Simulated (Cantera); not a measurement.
Fluorocarbon and chlorocarbon gases: CH2F2 + H2

Feed: 1 mol CH2F2, 9.7 mol H2, held at 3200 °C and 35.0 mbar.

Cantera equilibrium calculation (NASA polynomials, part measured and part estimated; ideal gas, pure solids and liquids). Candidate condensed phases: C, C6H6, C7H8, C8H18; 95 gas species. The numbers say what is thermodynamically allowed, not how fast it happens.

```json
{
 "x(H)": "0.802",
 "x(HF)": "0.0841",
 "x(H2)": "0.0730",
 "x(C)": "0.0150",
 "x(F)": "0.0120",
 "x(C3)": "0.00656",
 "x(C2)": "0.00343",
 "x(C2H)": "0.00226",
 "x(CF)": "0.000684",
 "gas_amount": "20.66 mol",
 "log10 activity of C(graphite) (absent)": "-0.67"
}
```
